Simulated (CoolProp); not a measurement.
Values from CoolProp's reference Helmholtz-energy equation of state, Schmidt 1985.

Question: For oxygen, give the phase and the Prandtl number at 130.8 K and 1.01 bar.

Answer: 
- 130.8 K and 1.01 bar: gas; Prandtl number 0.771

Viscosity comes from a separate model (Lemmon 2004). Thermal conductivity comes from a separate model (Lemmon 2004).
